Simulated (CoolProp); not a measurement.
Dimethyl ether at 293.15 K and 0.223 MPa is throttled through a valve to 0.0668 MPa with no heat exchange. Each further row changes one setting.

Computed with CoolProp (reference Helmholtz-energy equation of state, Wu 2011).

```json
[
 {"case": "as stated", "temperature change (K)": "-4.1", "final density (kg/m³)": "1.30"},
 {"case": "outlet pressure 0.02 MPa", "temperature change (K)": "-5.4", "final density (kg/m³)": "0.387"},
 {"case": "outlet pressure 0.0868 MPa", "temperature change (K)": "-3.6", "final density (kg/m³)": "1.69"}
]
```
